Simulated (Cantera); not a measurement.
An adiabatic, constant-pressure homogeneous reactor starts with H2 : O2 : N2 = 1 : 0.25 : 0.725 (molar parts), at 1175 K and 28.0 bar. Integrator tolerance rtol = 1e-08.

Detailed kinetics in Cantera: the H2/O2 subset of GRI-Mech 3.0, which has no nitrogen chemistry. The hydrogen kinetics of GRI-Mech 3.0 are dated; newer H2 mechanisms differ, most at raised pressure. The pressure lies above the range GRI-Mech 3.0 was tuned for (to about 10 atm).

```tsv
quantity	before	after
time of steepest temperature rise	0.127 ms	0.237 µs
temperature at 5.00 s	2893 K	3245 K
equilibrium temperature	2893 K	3245 K
x(H2) at 5.00 s	0.284 (gas-phase equilibrium 0.284)	0.275 (gas-phase equilibrium 0.275)
x(O2) at 5.00 s	3.44e-5 (gas-phase equilibrium 3.44e-5)	0.000320 (gas-phase equilibrium 0.000320)
x(H2O) at 5.00 s	0.284 (gas-phase equilibrium 0.284)	0.269 (gas-phase equilibrium 0.269)
x(OH) at 5.00 s	0.00347 (gas-phase equilibrium 0.00347)	0.0122 (gas-phase equilibrium 0.0122)
x(O) at 5.00 s	8.63e-5 (gas-phase equilibrium 8.63e-5)	0.000837 (gas-phase equilibrium 0.000837)
x(H) at 5.00 s	0.0114 (gas-phase equilibrium 0.0114)	0.0316 (gas-phase equilibrium 0.0316)
```

**Question.** What was changed between the two runs?
A. initial temperature 1175 to 1300 K
B. initial temperature 1175 to 1773 K
C. pressure from 28.0 bar to 1.40 bar
D. H2 1 to 1.8 parts

**Answer.** B, initial temperature 1175 to 1773 K
